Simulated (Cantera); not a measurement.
Input: 1 mol Si2H6, 37 mol N2, held at 1600 K and 7.50 Torr.

Method: chemical equilibrium by Gibbs-energy minimisation in Cantera with the NASA 1993 tables (ideal gas, pure condensed phases). Candidate condensed phases: Si, Si3N4; 18 gas species. The feed counts by its element totals alone. The numbers say what is thermodynamically allowed, not how fast it happens.

Base state: N2 0.922, H2 0.0775, H 0.000151 (mole fractions); condensed: Si3N4(s).

### Question
What changes in the equilibrium state with this change: Si2H6 replaced by SiH2Cl2?

### Answer
```
species        before     after
-------------  ------  --------
N2              0.922     0.948
HCl                 0    0.0235
H2             0.0775    0.0141
SiCl2               0    0.0135
SiCl3               0  0.000364
Cl                  0   8.51e-5
Si3N4(s), mol   0.667     0.155
```
The tables' values for SiCl3 are old estimates; treat these amounts as uncertain. Further candidate phases: NH4Cl.
